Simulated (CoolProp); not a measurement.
Properties of octamethylcyclotetrasiloxane (D4) along the isotherm 346.85 °C (Tc = 313.4 °C, pc = 13.47 bar, ω = 0.598).

The numbers come from the reference Helmholtz-energy equation of state, Thol 2015 in CoolProp.

| p (bar) | phase | Z | isothermal compressibility (1/MPa) |
|---|---|---|---|
| 0.107 | gas | 0.9977 | 93.67 |
| 0.161 | gas | 0.9966 | 62.32 |
| 0.242 | gas | 0.9949 | 41.54 |
| 0.366 | gas | 0.9923 | 27.54 |
| 0.552 | gas | 0.9883 | 18.33 |
| 0.832 | gas | 0.9823 | 12.24 |
| 1.26 | gas | 0.9730 | 8.160 |
| 1.89 | gas | 0.9592 | 5.522 |
| 2.86 | gas | 0.9374 | 3.739 |
| 4.31 | gas | 0.9037 | 2.583 |
| 6.5 | gas | 0.8499 | 1.838 |
| 9.81 | gas | (withheld) | 1.396 |
| 14.8 | supercritical | (withheld) | (withheld) |
| 22.3 | supercritical | 0.3592 | (withheld) |
| 33.7 | supercritical | 0.4011 | 0.1119 |

Question: Some entries are withheld; supply them.

Answer: 
- 9.81, Z: 0.7607
- 14.8, Z: 0.5997
- 14.8, isothermal compressibility (1/MPa): 1.288
- 22.3, isothermal compressibility (1/MPa): 0.6899
